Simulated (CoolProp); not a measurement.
Vapour-liquid equilibrium of propylene (1) + R152A (2) at 13.6 kPa; x and y are mole fractions of (1).

The numbers come from the multi-fluid Helmholtz-energy mixture model, Lemmon 2013 and Outcalt 1996; pair parameters Bell 2016 in CoolProp.

### Question
Give the bubble temperature and the first vapour's composition at x = 0.2, 0.65, 0.8. Is there an azeotrope?

### Answer
x = 0.2: -78.1 °C, y = 0.741; x = 0.65: -82.8 °C, y = 0.861; x = 0.8: -83.3 °C, y = 0.888. No azeotrope shows between x = 0.05 and 0.95.

Pair parameters are fitted to limited data, so mixtures are less certain than the pure fluids. With so large a gap from Raoult's law the liquid may split in two, which this calculation doesn't test in full.
